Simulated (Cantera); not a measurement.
What does this Cantera script print?

```python
import numpy as np
import cantera as ct

gas_names = """
    CL CL2 H HCL H2 Si SiCL SiCL2 SiCL3 SiCL4 SiH SiHCL3 SiH2 SiH2CL2 SiH3 SiH3CL SiH4 Si2 Si3
""".split()
cond_names = """
    Si(cr) Si(L)
""".split()


# ... load() reads the species with a 1 bar reference pressure and builds the phases ...
atoms = {
    'SiCl4': {'Si': 1, 'CL': 4},
    'HCl': {'H': 1, 'CL': 1},
    'H2': {'H': 2},
    'Cl2': {'CL': 2},
}
top_T = {}  # K; cautious upper limits of use, not melting points


# ... equilibrate(T, P, feed) seeds the gas with the atoms and calls Mixture.equilibrate('TP', solver="vcs", rtol=1e-11, max_steps=5000) ...
results = []
feed = {'SiCl4': 1, 'HCl': 0.046, 'H2': 28, 'Cl2': 0.8}  # mol
P = 91000  # Pa
for T in [950, 1000, 1050, 1100, 1150, 1200, 1250, 1300, 1350, 1400, 1450, 1500, 1550, 1600]:
    mix = equilibrate(T, P, feed)
    results.append((T, P, feed, dict(zip(mix.species_names, mix.species_moles))))

top = {s: max(r[3][s] / sum(r[3][g] for g in gas_names) for r in results) for s in gas_names}
cols = sorted((s for s in top if top[s] > 1e-06), key=lambda s: -top[s])[:5]
seen = [c for c in cond_names if any(r[3].get(c, 0) > 1e-12 for r in results)]
print("log10 of partial pressures in bar; condensed amounts in mol")
print(f"{'T/K':>10s}" + "".join(f"{s[:9]:>10s}" for s in cols + seen))
for T, P, feed, n in results:
    ng = sum(n[g] for g in gas_names)
    print(f"{T:10.4g}" + "".join(f"{np.log10(max(n[s] / ng * P / 1e5, 1e-99)):10.3f}" for s in cols)
          + "".join(f"{n.get(c, 0):10.4g}" for c in seen))
```

It prints:

```
log10 of partial pressures in bar; condensed amounts in mol
       T/K        H2       HCL     SiCL4     SiCL2    SiHCL3
       950    -0.082    -1.282    -1.547    -6.327    -2.686
      1000    -0.083    -1.273    -1.562    -5.538    -2.524
      1050    -0.084    -1.263    -1.582    -4.838    -2.387
      1100    -0.084    -1.250    -1.608    -4.217    -2.274
      1150    -0.086    -1.235    -1.642    -3.669    -2.185
      1200    -0.087    -1.215    -1.685    -3.193    -2.122
      1250    -0.089    -1.190    -1.742    -2.787    -2.090
      1300    -0.091    -1.160    -1.820    -2.456    -2.093
      1350    -0.094    -1.124    -1.923    -2.195    -2.135
      1400    -0.098    -1.089    -2.057    -1.999    -2.216
      1450    -0.101    -1.057    -2.223    -1.856    -2.332
      1500    -0.104    -1.031    -2.418    -1.755    -2.476
      1550    -0.106    -1.012    -2.636    -1.686    -2.640
      1600    -0.108    -0.998    -2.867    -1.640    -2.817
```

Method: chemical equilibrium by Gibbs-energy minimisation in Cantera with the NASA 1993 tables (ideal gas, pure condensed phases). The tables' values for SiCl3 are old estimates; treat these amounts as uncertain.
